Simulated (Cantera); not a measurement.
Input: 1 mol B2H6, 0.079 mol H2O, 6.5 mol N2, 16 mol H2, at 2.48 Torr.

Cantera equilibrium calculation (NASA polynomials, part measured and part estimated; ideal gas, pure solids and liquids). Candidate condensed phases: B, BN, B2O3, B3O3H3, H2O; 39 gas species. The feed counts by its element totals alone. N2 is the only nitrogen source here; it is nearly inert below about 1500 K, so the nitride shown seldom forms there in practice. Mutual solubility and eutectic melting of coexisting phases are not modelled. The tables' values for BH2 are old estimates; treat these amounts as uncertain. Equilibrium is a limit: real reactors are often held back by kinetics, nucleation or transport.

x: gas mole fraction; n: condensed amount in mol.

```csv
T (°C),x H2,x N2,x H,x B,x HBO,x BO,n BN(s),n B2O3(l),n B(s),n B(l)
750,0.775,0.224,6.34e-8,<1e-12,1.51e-7,<1e-12,1.96,0.0205,0,0
900,0.775,0.224,[?],<1e-12,[?],[?],1.96,[?],0,0
1050,0.774,0.224,2.43e-5,<1e-12,0.000286,3.11e-7,1.96,0,0,0
1200,0.773,0.224,[?],<1e-12,[?],[?],1.94,0,0,0
1350,0.771,0.224,0.00106,2.14e-10,0.00272,8.22e-5,1.92,0,0,0
1500,0.768,0.224,0.00434,3.33e-8,0.00280,0.000290,1.92,0,0,0
1650,0.760,0.223,0.0143,2.34e-6,0.00242,0.000711,1.92,0,0,0
1800,0.737,0.220,0.0393,8.87e-5,0.00180,0.00130,1.91,0,0,0
1950,0.662,0.242,0.0908,0.00113,0.00110,0.00179,0,0,1.86,0
2100,0.576,0.228,0.184,0.00727,0.000615,0.00209,0,0,0,1.66
```

Q: What belongs in the gaps?

A: 
- 1200, x H: 0.000194
- 1200, x HBO: 0.00144
- 1200, x BO: 9.80e-6
- 900, x H: 1.81e-6
- 900, x HBO: 1.21e-5
- 900, x BO: 1.31e-9
- 900, n B2O3(l): 0.0170
